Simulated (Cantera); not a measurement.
A freely propagating, adiabatic, planar premixed flame of CH₄ : C₂H₆ : C₃H₈ : O₂ : N₂ = 1 : 0.078 : 0.13 : 3.28 : 15.8 (molar parts), unburnt at 425 K and 0.454 atm; mixture-averaged transport, grid criteria slope 0.08 and curve 0.16, no radiation.

Computed with Cantera and GRI-Mech 3.0 (53 species, 325 reactions). GRI-Mech 3.0 was tuned for natural gas; its chemistry of propane as a main component is partial and can be far from experiment. Burning velocities carry a grid error of a few per cent, more on coarse grids.

### Question
What does this change do: inlet temperature 425 to 700 K?

### Answer
| quantity | before | after |
|---|---|---|
| laminar burning velocity | 51.1 cm/s | 151 cm/s |
| thermal thickness | 0.986 mm | 0.743 mm |
| peak x(HCO) | 3.24e-5 | 6.01e-5 |
| peak x(CH₂) | 2.13e-5 | 3.95e-5 |
| peak x(C₂H₄) | 0.00200 | 0.00251 |
